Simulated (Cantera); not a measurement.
Input: 1 mol Si(CH3)4, 0.32 mol C2H4, 210 mol H2, at 1350 K and 0.100 bar.

These are equilibrium values from Cantera (NASA tables, ideal gas, pure condensed phases), not measurements of a reactor. Candidate condensed phases: C, C6H6, C7H8, C8H18, Si, SiC; 87 gas species. Kinetics and transport are ignored.

Base state: H2 0.999, CH4 0.000576 (mole fractions); condensed: C(graphite) + SiC(s).

### Question
What changes in the equilibrium state with this change: 0.68 mol H2O added?

### Answer
| species | before | after |
|---|---|---|
| H2 | 0.999 | 0.996 |
| CO | 0 | 0.00312 |
| CH4 | 0.000576 | 0.000572 |
| C(graphite), mol | 3.51 | 2.84 |
| SiC(s), mol | 1.00 | 0.999 |
Further candidate phases: H2O, SiO2.
